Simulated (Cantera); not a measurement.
Input: 1 mol Cu, 0.37 mol CO, equilibrated at 875 K and 0.0210 bar.

Equilibrium computed with Cantera from the NASA thermochemical tables; the gas is ideal and each condensed phase is pure. Candidate condensed phases: C, Cu, CuO, Cu2O; 15 gas species. Equilibrium is a limit: real reactors are often held back by kinetics, nucleation or transport.

Base state: CO 0.840, CO2 0.160 (mole fractions); condensed: C(graphite) + Cu(s).

What changes in the equilibrium state with this change: 0.31 mol H2O added?


| species | before | after |
|---|---|---|
| CO2 | 0.160 | 0.306 |
| H2 | 0 | 0.306 |
| CO | 0.840 | 0.238 |
| H2O | 0 | 0.150 |
| CH4 | 0 | 3.58e-5 |
| C(graphite), mol | 0.0509 | 0 |
| Cu(s), mol | 1.00 | 1.00 |
Further candidate phases: C6H6, C7H8, C8H18, Cu(OH)2, H2O.
